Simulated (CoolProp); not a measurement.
Vapour-liquid equilibrium of propane (1) + c-C4F8 (RC318) (2) at 244.5 K; x and y are mole fractions of (1).

Model: multi-fluid Helmholtz-energy mixture model, Lemmon 2009 and Platzer 1990; pair parameters Bell 2016, in CoolProp. This equation is an older, rougher fit; its heat capacities, sound speeds and derivatives of the liquid may be far off and weren't checked against measurements.

```
x     bubble pressure (bar)  y at the bubble point  dew pressure at overall composition x (bar)  liquid density (mol/L)
----  ---------------------  ---------------------  -------------------------------------------  ----------------------
0.05                 0.6323                  0.456                                       0.3744                   8.594
0.15                  1.063                  0.699                                       0.4165                   8.869
0.25                  1.340                  0.776                                       0.4690                   9.165
0.35                  1.501                  0.811                                       0.5366                   9.487
0.45                  1.588                  0.830                                       0.6264                   9.842
0.55                  1.638                  0.842                                       0.7516                   10.24
0.65                  1.675                  0.853                                       0.9369                   10.69
0.75                  1.711                  0.868                                        1.233                   11.20
0.85                  1.749                  0.896                                        1.667                   11.78
0.95                  1.774                  0.952                                        1.774                   12.44
```

No azeotrope shows between x = 0.05 and 0.95.

Pair parameters are fitted to limited data, so mixtures are less certain than the pure fluids. With so large a gap from Raoult's law the liquid may split in two, which this calculation doesn't test in full.
